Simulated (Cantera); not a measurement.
Predominance diagram of Li at 850 K against the partial pressures of O₂ and H₂O (log10, bar). Standard-state values (1 bar) from the NASA 1993 polynomials, evaluated with Cantera. Candidates: Li(l), LiH(s), LiOH(l), Li₂O(s). Only these pure phases compete in this equilibrium. Not in the tables: the peroxide.

```
log p(H₂O) \ log p(O₂)
        columns: -32, -30.5, -29, -27.4, -25.9, -24.4, -22.9, -21.3, -19.8, -18.3, -16.8, -15.2, -13.7, -12.2, -10.7, -9.1, -7.6, -6.1, -4.6, -3, -1.5, 0
      0  A A A A B B B B B B B B B B B B B B B B B B
   -1.5  A A C C C C C C C C C C C C C C C C C C C C
   -3.1  C C C C C C C C C C C C C C C C C C C C C C
   -4.6  C C C C C C C C C C C C C C C C C C C C C C
   -6.2  C C C C C C C C C C C C C C C C C C C C C C
   -7.7  C C C C C C C C C C C C C C C C C C C C C C
   -9.3  C C C C C C C C C C C C C C C C C C C C C C
  -10.8  C C C C C C C C C C C C C C C C C C C C C C
  -12.4  C C C C C C C C C C C C C C C C C C C C C C
  -13.9  C C C C C C C C C C C C C C C C C C C C C C
  -15.5  C C C C C C C C C C C C C C C C C C C C C C
    -17  C C C C C C C C C C C C C C C C C C C C C C
```

A: out of reach (another gas would pass 10 bar, or a non-metal would condense); B: LiOH(l); C: Li₂O(s).
